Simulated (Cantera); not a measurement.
Charge: 1 mol B, 0.35 mol H2O, 0.51 mol H2, at 1950 °C and 1800 Pa.

These are equilibrium values from Cantera (NASA tables, ideal gas, pure condensed phases), not measurements of a reactor. Candidate condensed phases: B, B2O3, B3O3H3, H2O; 23 gas species. The tables' values for BH2 are old estimates; treat these amounts as uncertain. The numbers say what is thermodynamically allowed, not how fast it happens.

Base state: H2 0.692, HBO 0.128, BO 0.0877, B2O2 0.0478, H 0.0398, B2O 0.00214, BH2 0.00102, B2O3 0.000705 (mole fractions); condensed: B(s).

What changes in the equilibrium state with this change: B replaced by B2O3?


| species | before | after |
|---|---|---|
| B2O3 | 0.000705 | 0.338 |
| HBO2 | 0.000295 | 0.320 |
| H2 | 0.692 | 0.226 |
| H2O | 1.78e-5 | 0.0435 |
| B2O2 | 0.0478 | 0.00307 |
| HBO | 0.128 | 0.0185 |
| BO | 0.0877 | 0.0222 |
| H | 0.0398 | 0.0227 |
| B2O | 0.00214 | 1.83e-8 |
| BH2 | 0.00102 | 1.13e-8 |
| B(s), mol | 0.647 | 0 |
